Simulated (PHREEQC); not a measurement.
Make-up at 25 °C: 0.015 mol HCl, 0.0056 mol Li2SO4 and 0.056 mol Fe2(SO4)3 per kg of water. Closed to the air; pH follows from the charge balance.

Computed with PHREEQC (ion-association model, phreeqc.dat).

The pH is 2.25. The ionic strength is 0.182 mol/kgw and the total alkalinity is -239 meq/kg.

```csv
species,molality,activity,log γ
FeSO4+,0.0810,0.0603,-0.128
SO4-2,0.0390,0.0118,-0.519
Fe(SO4)2-,0.0208,0.0156,-0.125
Cl-,0.0145,0.0105,-0.141
Li+,0.0106,0.00810,-0.118
HSO4-,0.00864,0.00648,-0.125
H+,0.00705,0.00565,-0.096
Fe+3,0.00342,0.000466,-0.866
FeHSO4+2,0.00288,0.000912,-0.499
FeOH+2,0.00172,0.000531,-0.512
Fe2(OH)2+4,0.000750,7.59e-6,-1.995
LiSO4-,0.000561,0.000418,-0.128
FeCl+2,0.000479,0.000148,-0.512
Fe3(OH)4+5,6.44e-5,4.92e-8,-3.117
Fe(OH)2+,4.13e-5,3.10e-5,-0.124
```

No solid was allowed to form. Saturation is exceeded, for instance for Hematite (slow to form), Goethite (slow to form); the values hold only as long as no solid forms.
